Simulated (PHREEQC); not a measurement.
A solution holds 0.0018 mol NH4F and 0.0007 mol (NH4)2SiF6 per kg of water, at 25 °C. Closed to the air; pH follows from the charge balance.

Equilibrium calculation in PHREEQC: ion-association model, wateq4f.dat.

No solid was allowed to form.

### Question
Estimate the pH, ionic strength.

### Answer
pH 3.62; ionic strength 0.00387 mol/kgw.

### Question
In which forms is F present?

### Answer
F- 44 %, SiF6-2 41 %, HF 15 % of the F.

Examples of supersaturated solids here: Quartz (slow to form). Others may be too. Complexes and solids missing from the database can't appear. SiF6-2 is the database's only silicon fluoride.
